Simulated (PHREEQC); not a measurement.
A solution holds 32 mmol/kgw NH4HS and 13 mmol/kgw NaHCO3, at 20 °C. Closed to the air; pH follows from the charge balance.

Computed with PHREEQC (ion-association model, phreeqc.dat).

No solid was allowed to form.

Q: Estimate the pH.

A: pH 8.21.

Q: In which forms is S present?

A: HS- 95 %, H2S 4.9 % of the S.

Carbamate, which ammonia and carbonate form, is missing from the database.
